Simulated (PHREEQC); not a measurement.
1 kg of water holding 0.055 mol NaCl and 0.51 mol CaCl2 is evaporated at 60 °C; the solids stay in contact with the brine. No CO2 enters from the air. The run lets Halite, Portlandite precipitate or redissolve, and no other solid.

The series has 13 steps of water left (kg), from 1 to 0.09502.

Model: Pitzer model, pitzer.dat, run in PHREEQC.

Question: Which solids form, in which order, and at which step of the series does each first stand?

Answer: Halite from water left = 0.09502 kg.

At this temperature some constants are extrapolated from 25 °C, and those without enthalpy data are left unchanged.
